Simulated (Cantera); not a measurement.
An adiabatic, constant-pressure homogeneous reactor starts with 4.20 % CH4, 1.09 % H2, 19.9 % O2, 74.8 % N2, equivalence ratio 0.45, at 1275 K and 10500 Torr.

Detailed kinetics in Cantera: GRI-Mech 3.0 (53 species, 325 reactions). The pressure lies above the range GRI-Mech 3.0 was tuned for (to about 10 atm).

### Question
Predict: time of steepest temperature rise; temperature at 5.00 s; equilibrium temperature; x(H2) at 5.00 s; x(O2) at 5.00 s; x(O) at 5.00 s.

### Answer
* **time of steepest temperature rise**: 0.262 ms
* **temperature at 5.00 s**: 2208 K
* **equilibrium temperature**: 2208 K
* **x(H2) at 5.00 s**: 9.39e-5 (gas-phase equilibrium 9.39e-5)
* **x(O2) at 5.00 s**: 0.105 (gas-phase equilibrium 0.105)
* **x(O) at 5.00 s**: 0.000248 (gas-phase equilibrium 0.000248)
